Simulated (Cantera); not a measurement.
Feed: 1 mol Fe2O3, 2.2 mol HCl, held at 1400 Pa.

Method: chemical equilibrium by Gibbs-energy minimisation in Cantera with the NASA 1993 tables (ideal gas, pure condensed phases). Candidate condensed phases: Fe, FeCl2, FeCl3, FeO, Fe(OH)2, Fe(OH)3, Fe2O3, Fe3O4, H2O; 22 gas species. Kinetics and transport are ignored.

Question: At 1025 °C, list the 5 most abundant gas species with their mole fractions, and the condensed phases.

Answer: HCl 0.818, H2O 0.0855, FeCl2 0.0633, O2 0.0106, Cl 0.00816. Condensed: Fe2O3(s).
